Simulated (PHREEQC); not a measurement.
Solution (25 °C): 0.16 mol/kgw HCl, 0.043 mol/kgw K2SO4 and 1.2e-06 mol/kgw H4SiO4. Closed to the air; pH follows from the charge balance.

The numbers come from PHREEQC with the ion-association model, phreeqc.dat.

This is a speciation only: nothing precipitates in the calculation.

Problem. Order these S species by the share of S that they hold, largest first: HSO4-, KSO4-, SO4-2.

Solution. HSO4- (76 %), SO4-2 (20 %), KSO4- (3.3 %)

The pH is 1.00 and the ionic strength 0.221 mol/kgw.
